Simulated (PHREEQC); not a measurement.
Make-up at 20 °C: 0.0025 mol/kgw KHCO3 and 0.14 mol/kgw NH4Br. Closed to the air; pH follows from the charge balance.

Computed with PHREEQC (ion-association model, phreeqc.dat).

No solid was allowed to form.

### Question
Estimate the pH.

### Answer
pH 7.00.

### Question
In which forms is C present?

### Answer
HCO3- 85 %, CO2 15 % of the C.
